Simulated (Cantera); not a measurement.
An isothermal, constant-pressure homogeneous reactor starts with NO : N2 = 1 : 0.41 (molar parts), at 1425 K and 760 Torr.

Model: GRI-Mech 3.0 (53 species, 325 reactions), integrated in Cantera.

Task: Predict: x(NO) at 20.0 s; x(NO2) at 20.0 s; x(O) at 20.0 s; x(O2) at 20.0 s; x(N2) at 20.0 s.

Result: 
| Item | Result |
|---|---|
| x(NO) at 20.0 s | 0.646 (gas-phase equilibrium 0.000982) |
| x(NO2) at 20.0 s | 0.00172 (gas-phase equilibrium 8.72e-6) |
| x(O) at 20.0 s | 2.55e-7 (gas-phase equilibrium 8.26e-7) |
| x(O2) at 20.0 s | 0.0299 (gas-phase equilibrium 0.354) |
| x(N2) at 20.0 s | 0.322 (gas-phase equilibrium 0.645) |
